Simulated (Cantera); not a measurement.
An isothermal, constant-pressure homogeneous reactor starts with 0.650 % CH2O, 3.82 % O2, 95.5 % N2, equivalence ratio 0.17, at 900 K and 13.0 bar.

Computed with Cantera and GRI-Mech 3.0 (53 species, 325 reactions). The pressure lies above the range GRI-Mech 3.0 was tuned for (to about 10 atm). Below about 1000 K GRI-Mech 3.0 lacks low-temperature oxidation paths.

x: mole fraction; the columns are a selection and need not sum to one.

```tsv
t (s)	x CH2O	x O2	x NO2	x OH	x C2H	x O
4.00e-6	0.00650	0.0382	<1e-12	<1e-12	<1e-12	<1e-12
1.09e-5	0.00650	0.0382	<1e-12	<1e-12	<1e-12	<1e-12
2.97e-5	0.00650	0.0382	<1e-12	<1e-12	<1e-12	<1e-12
8.10e-5	0.00650	0.0382	<1e-12	<1e-12	<1e-12	<1e-12
0.000221	0.00650	0.0382	<1e-12	2.25e-12	<1e-12	<1e-12
0.000602	0.00649	0.0382	<1e-12	1.58e-11	<1e-12	<1e-12
0.00164	0.00648	0.0382	<1e-12	1.13e-10	<1e-12	1.19e-12
0.00447	0.00638	0.0381	<1e-12	7.78e-10	<1e-12	3.41e-12
0.0122	0.00556	0.0374	<1e-12	…	<1e-12	1.31e-11
0.0332	0.000788	0.0344	<1e-12	…	<1e-12	3.81e-10
0.0906	1.21e-11	0.0340	<1e-12	…	<1e-12	5.20e-9
0.247	<1e-12	0.0337	<1e-12	…	<1e-12	2.12e-9
0.673	<1e-12	0.0336	<1e-12	…	<1e-12	7.17e-10
1.83	<1e-12	0.0335	<1e-12	5.91e-10	<1e-12	3.14e-10
5.00	<1e-12	0.0333	<1e-12	4.49e-10	<1e-12	2.48e-10
```

Question: Fill in the missing entries.

Answer: 
- 0.0122, x OH: 5.62e-9
- 0.0332, x OH: 8.47e-8
- 0.0906, x OH: 5.83e-8
- 0.247, x OH: 8.87e-9
- 0.673, x OH: 1.76e-9
